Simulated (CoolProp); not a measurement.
C2F6 (R116) at 298.15 K and 0.644 MPa flows at 1.4 m/s in a round tube of 100 mm bore and 0.25 µm roughness, fully developed (64/Re and Nu = 3.66 if laminar; Colebrook and Gnielinski if turbulent). Each further row changes one setting.

Values from CoolProp's reference Helmholtz-energy equation of state, Lemmon 2006. It is a short technical equation, of lower accuracy than the large ones.

```tsv
case	Reynolds number	Darcy friction factor	pressure drop (Pa/m)	heat-transfer coefficient (W/(m² K))	mass flow (kg/h)
as stated	381000	…	…	82.4	…
velocity 2.8 m/s	763000	0.0123	…	…	…
diameter 200 mm	763000	…	2.31	72.4	…
```

Problem. Fill in the missing entries.

Solution. 
- as stated, Darcy friction factor: 0.0139
- as stated, pressure drop (Pa/m): 5.23
- as stated, mass flow (kg/h): 1530
- velocity 2.8 m/s, pressure drop (Pa/m): 18.5
- velocity 2.8 m/s, heat-transfer coefficient (W/(m² K)): 145
- velocity 2.8 m/s, mass flow (kg/h): 3050
- diameter 200 mm, Darcy friction factor: 0.0122
- diameter 200 mm, mass flow (kg/h): 6100

Viscosity comes from a separate model (Huber 2003), an estimate that may be off by 10 % or more. Thermal conductivity comes from a separate model (Huber 2003), an estimate that may be off by 10 % or more.
